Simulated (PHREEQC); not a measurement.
**Acid rinse or clean: an equilibrium model**

A solution holds 3.7 mmol/kgw HBr, 94 mmol/kgw FeCl3 and 4.5 mmol/kgw MgCl2, at 25 °C. Closed to the air; pH follows from the charge balance.

The numbers come from PHREEQC with the ion-association model, phreeqc.dat.

No solid was allowed to form.

What pH, ionic strength does the model give?

pH 1.84; ionic strength 0.385 mol/kgw.

In which forms is Fe present?

FeCl+2 48 %, Fe+3 25 %, FeCl2+ 11 %, Fe2(OH)2+4 9.5 %, FeOH+2 4.7 %, Fe3(OH)4+5 1.2 % of the Fe.

Examples of supersaturated solids here: Hematite (slow to form), Goethite (slow to form). Others may be too.
